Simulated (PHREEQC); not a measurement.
PHREEQC input (ion-association model, wateq4f.dat):

```
SOLUTION_MASTER_SPECIES
  An  An-  0  An  62.0  # stands for a non-complexing anion
SOLUTION_SPECIES
  An- = An-
    -log_k 0
    -gamma 3.0 0
PHASES
  Fix_H+
    H+ = H+
    -log_k 0
SOLUTION 1
  temp 25
  units mmol/kgw
  pH 7 charge
  S(6) 0.00089
  Cu(2) 0.00089
  Na 1
  An 1
END
SELECTED_OUTPUT 1
  -reset false
  -pH true
  -pe true
  -ionic_strength true
  -water true
  -totals Cu Na S Cu(1) Cu(2) S(-2) S(6)
  -molalities Hfo_wOH Hfo_wOH2+ Hfo_wO- Hfo_sOH Hfo_sOH2+ Hfo_sO- Hfo_wSO4- Hfo_wOHSO4-2 Hfo_sOCu+ Hfo_wOCu+
  -saturation_indices Cu(OH)2 Brochantite Antlerite Mirabilite Chalcanthite
USER_PUNCH 1
  -headings sigma psi
  10 PUNCH EDL("sigma", "Hfo"), EDL("psi", "Hfo")
PRINT
  -reset false
USE solution 1
SURFACE 1
  Hfo_wOH 0.000516854 600 0.23
  Hfo_sOH 1.29213e-05
EQUILIBRIUM_PHASES 1
  Fix_H+ -3 HAn 10
    -force_equality true
  O2(g) -0.68 10
END
# ... the last block is repeated for the other 16 points of pH, with NaOH or the acid as the point needs
```

Selected output (columns that matter, 13 of 17 rows; pH added in front):

```
pH	mu	Cu	Na	S	m_Hfo_wOH	m_Hfo_wOH2+	m_Hfo_wO-	si_Cu(OH)2	si_Brochantite	si_Antlerite	si_Mirabilite	si_Chalcanthite	sigma	psi
3	0.002235	8.8969e-07	0.001	8.0292e-12	0.0001557	0.00035872	1.5481e-06	-8.7791	-33.117	-25.928	-16.153	-14.72	0.25509	0.23234
3.38	0.0015758	8.8857e-07	0.001	9.9963e-12	0.00023516	0.00027622	4.5863e-06	-8.0065	-30.659	-24.243	-16.018	-14.58	0.19368	0.22717
4.12	0.0011586	8.6401e-07	0.001	4.7133e-11	0.00033313	0.00016767	1.5162e-05	-6.5286	-25.532	-20.593	-15.316	-13.886	0.1082	0.20516
4.5	0.0010915	7.8203e-07	0.001	1.4327e-10	0.00035998	0.00013378	2.2191e-05	-5.8102	-22.932	-18.712	-14.829	-13.441	0.078894	0.19048
4.88	0.0010557	5.4111e-07	0.001	4.9995e-10	0.00037654	0.00010978	2.9586e-05	-5.2094	-20.744	-17.125	-14.284	-13.056	0.056527	0.17423
5.62	0.0010226	5.8697e-08	0.001	7.7655e-09	0.00039098	8.2282e-05	4.2561e-05	-4.6958	-18.977	-15.871	-13.091	-12.83	0.027839	0.13883
6	0.0010145	1.2149e-08	0.001	3.5156e-08	0.00039366	7.4573e-05	4.7607e-05	-4.6283	-18.811	-15.773	-12.435	-12.866	0.018772	0.11905
6.38	0.0010095	2.516e-09	0.001	1.5074e-07	0.00039505	6.938e-05	5.153e-05	-4.5919	-18.793	-15.791	-11.802	-12.957	0.012405	0.098519
7.12	0.0010044	3.4763e-10	0.001	7.4437e-07	0.00039639	6.331e-05	5.6854e-05	-4.5506	-19.414	-16.453	-11.109	-13.702	0.0050466	0.057183
7.5	0.0010029	2.8261e-10	0.001	8.5913e-07	0.00039658	6.1573e-05	5.8514e-05	-4.5384	-20.063	-17.114	-11.046	-14.388	0.0027698	0.035431
7.88	0.0010027	2.739e-10	0.0010011	8.8425e-07	0.00039662	6.0292e-05	5.9772e-05	-4.5293	-20.774	-17.834	-11.033	-15.126	0.00098693	0.013495
8.62	0.0010086	2.8036e-10	0.0010093	8.8979e-07	0.00039658	5.8057e-05	6.2059e-05	-4.5128	-22.186	-19.263	-11.023	-16.587	-0.0022428	-0.029313
9	0.0010162	2.872e-10	0.0010184	8.8996e-07	0.00039647	5.6623e-05	6.3597e-05	-4.502	-22.902	-19.99	-11.016	-17.336	-0.0043698	-0.051157
```

Complexes and solids missing from the database can't appear. The database's constant for dissolved Cu(OH)2 is higher than later reviews accept. The oxide is taken as insoluble; below pH 4 it would dissolve.
